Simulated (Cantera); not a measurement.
Standard-state values (1 bar) from the NASA 1993 polynomials, evaluated with Cantera. Values are per mole of reaction as written; species without (g) are pure solids or liquids, kept so even where they would boil at 1 bar.

O(g) + BN + 3 Cl(g) → NO(g) + BCl₃(g), with ΔH° = -673.9 kJ and ΔS° = -170.6 J/K at 300 K.

### Question
How far is the shortcut ΔG° ≈ ΔH°(300 K) − T·ΔS°(300 K) from the full temperature-dependent value at 950, 1150, 1350, 1550, 1750, 1950, 2150, 2350, 2550, 2750 K?

### Answer
| T (K) | shortcut (kJ) | full (kJ) | difference (kJ) | difference in log10 K |
|---|---|---|---|---|
| 950 | -511.8 | -504.2 | -7.6 | 0.42 |
| 1150 | -477.7 | -465.7 | -12.0 | 0.54 |
| 1350 | -443.6 | -426.6 | -17.0 | 0.66 |
| 1550 | -409.5 | -387.0 | -22.5 | 0.76 |
| 1750 | -375.3 | -346.9 | -28.5 | 0.85 |
| 1950 | -341.2 | -306.4 | -34.8 | 0.93 |
| 2150 | -307.1 | -265.7 | -41.4 | 1.01 |
| 2350 | -273.0 | -224.6 | -48.4 | 1.08 |
| 2550 | -238.9 | -183.3 | -55.5 | 1.14 |
| 2750 | -204.8 | -141.8 | -62.9 | 1.20 |
The shortcut ignores the heat-capacity change of the reaction.
